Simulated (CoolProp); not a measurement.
A single-stage vapour-compression cycle with nitrous oxide: evaporating at 195.15 K (dew point), condensing at 223.15 K (bubble point), superheat 10 K, subcooling 8 K, compressor efficiency 0.75, no pressure losses. Each further row changes one setting.

Model: reference Helmholtz-energy equation of state, Lemmon 2006, in CoolProp. It is a short technical equation, of lower accuracy than the large ones.

| case | cooling COP | pressure ratio | discharge temperature (K) | refrigerating effect (kJ/kg) | volumetric capacity (kJ/m³) |
|---|---|---|---|---|---|
| as stated | … | 3.55 | 297.2 | 335 | 1630 |
| evaporating temperature 200.15 K | 5.84 | 2.75 | 283.2 | 338 | 2090 |
| condensing temperature 218.15 K | 5.69 | … | … | 344 | 1670 |
| subcooling 13 K | … | 3.55 | 297.2 | 344 | 1670 |
| superheat 20 K | … | 3.55 | 310.3 | 344 | 1590 |
| compressor efficiency 0.65 | … | 3.55 | … | 335 | 1630 |

Complete the blanks.


- as stated, cooling COP: 4.56
- condensing temperature 218.15 K, pressure ratio: 2.91
- condensing temperature 218.15 K, discharge temperature (K): 281.5
- subcooling 13 K, cooling COP: 4.68
- superheat 20 K, cooling COP: 4.44
- compressor efficiency 0.65, cooling COP: 3.95
- compressor efficiency 0.65, discharge temperature (K): 309.4
